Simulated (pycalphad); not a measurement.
Effect of B content in Ti-Hf-B

Computed with pycalphad from the COST 507 light-alloy database (1999), at 1 atm. These are 1990s assessments: newer ones move some temperatures and phases. Amounts are mole fractions of atoms. Kinetics are ignored, which matters at the lower temperatures.

Task: One of these alloys has its liquidus at 1619 °C, its solidus at 1541 °C, and holds hcp 0.96, BM 0.04 at 417 °C. Which?
A) Ti-0.92Hf-0.75B (at.%)
B) Ti-0.92Hf-0.37B (at.%)
C) Ti-0.92Hf-1.12B (at.%)
D) Ti-0.92Hf-1.5B (at.%)
E) Ti-0.92Hf-2.25B (at.%)

Result: E, Ti-0.92Hf-2.25B (at.%). The others: Ti-0.92Hf-0.37B (at.%), liquidus 1658, solidus 1541; Ti-0.92Hf-0.75B (at.%), liquidus 1650, solidus 1541; Ti-0.92Hf-1.12B (at.%), liquidus 1642, solidus 1541; Ti-0.92Hf-1.5B (at.%), liquidus 1634, solidus 1541

Database names, with the compositions (at.%) that they take in these runs: BM: Ti 50 B 50.
